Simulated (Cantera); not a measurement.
Source: NASA polynomial tables (part measured, part estimated), evaluated in Cantera. Values are per mole of reaction as written; species without (g) are pure solids or liquids, kept so even where they would boil at 1 bar.

B + NO(g) → BN + O(g)

```
T (K)  ΔH° (kJ)  ΔS° (J/K)  ΔG° (kJ)  log10 K
-----  --------  ---------  --------  -------
1523      -86.8      -33.7     -35.5     1.22
1598      -86.4      -33.5     -32.9     1.08
1673      -86.0      -33.2     -30.4     0.95
1748      -85.6      -33.0     -28.0     0.84
1823      -85.2      -32.7     -25.5     0.73
1898      -84.8      -32.6     -23.0     0.63
1973      -84.5      -32.4     -20.6     0.55
2048        [?]        [?]       [?]      [?]
2123        [?]        [?]       [?]      [?]
2198      -83.6      -32.0     -13.4     0.32
2273      -83.4      -31.8     -11.0     0.25
```

Some entries are withheld; supply them.


- 2048, ΔH° (kJ): -84.2
- 2048, ΔS° (J/K): -32.2
- 2048, ΔG° (kJ): -18.2
- 2048, log10 K: 0.46
- 2123, ΔH° (kJ): -83.9
- 2123, ΔS° (J/K): -32.1
- 2123, ΔG° (kJ): -15.8
- 2123, log10 K: 0.39
